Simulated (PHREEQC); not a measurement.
Model water analysis in mmol/kgw, 25 °C, pH 8.27, pe -0.6:

```csv
constituent,mmol/kgw
Na,306
K,2.94
Ca,2.99
Mg,22.7
Cl,309
S(6),19.8
Alkalinity (meq/kgw),1.77
F,0.0366
Li,0.233
Mn(2),8.6
```

Valence states are taken as typed.

Computed with PHREEQC (ion-association model, wateq4f.dat).

No solid was allowed to form.

Problem. Order these Mg species by the share of Mg that they hold, largest first: MgSO4, Mg+2, MgHCO3+.

Solution. Mg+2 (85 %), MgSO4 (14 %), MgHCO3+ (0.20 %)

Problem. Order these S species by the share of S that they hold, largest first: NaSO4-, SO4-2, MnSO4, CaSO4, MgSO4.

Solution. SO4-2 (58 %), NaSO4- (20 %), MgSO4 (17 %), MnSO4 (3.2 %), CaSO4 (1.7 %)

The pH is 8.27 and the ionic strength 0.388 mol/kgw. Examples of supersaturated solids here: Rhodochrosite, Magnesite (slow to form). Others may be too.
